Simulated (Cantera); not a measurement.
An adiabatic, constant-pressure homogeneous reactor starts with C3H8 : O2 : N2 = 1 : 2.27 : 8.55 (molar parts), equivalence ratio 2.2, at 1100 K and 760 Torr. Integrator tolerance rtol = 1e-08.

Computed with Cantera and GRI-Mech 3.0 (53 species, 325 reactions). GRI-Mech 3.0 was tuned for natural gas; its chemistry of propane as a main component is partial and can be far from experiment.

| quantity | before | after |
|---|---|---|
| time of steepest temperature rise | 56.7 ms | 65.2 ms |
| temperature at 0.700 s | 2152 K | 1791 K |
| equilibrium temperature | 2152 K | 1769 K |
| x(C3H8) at 0.700 s | <1e-12 (gas-phase equilibrium <1e-12) | 6.09e-12 (gas-phase equilibrium <1e-12) |
| x(O2) at 0.700 s | 1.59e-7 (gas-phase equilibrium 1.59e-7) | 8.68e-11 (gas-phase equilibrium 3.15e-11) |
| x(C2H2) at 0.700 s | <1e-12 (gas-phase equilibrium <1e-12) | 0.00556 (gas-phase equilibrium 6.01e-12) |
| x(C2H) at 0.700 s | <1e-12 (gas-phase equilibrium <1e-12) | 3.46e-8 (gas-phase equilibrium <1e-12) |
| x(CO) at 0.700 s | 0.176 (gas-phase equilibrium 0.176) | 0.173 (gas-phase equilibrium 0.186) |
| x(CH3) at 0.700 s | 3.84e-11 (gas-phase equilibrium 4.36e-11) | 3.28e-5 (gas-phase equilibrium 2.27e-10) |
| x(NO) at 0.700 s | 9.00e-6 (gas-phase equilibrium 8.22e-6) | 3.05e-7 (gas-phase equilibrium 3.84e-8) |

Problem. Name the change that produced these shifts.
A. O2 2.27 to 0.68 parts
B. C3H8 1 to 0.4 parts
C. initial temperature 1100 to 1450 K
D. O2 2.27 to 1.8 parts

Solution. D, O2 2.27 to 1.8 parts
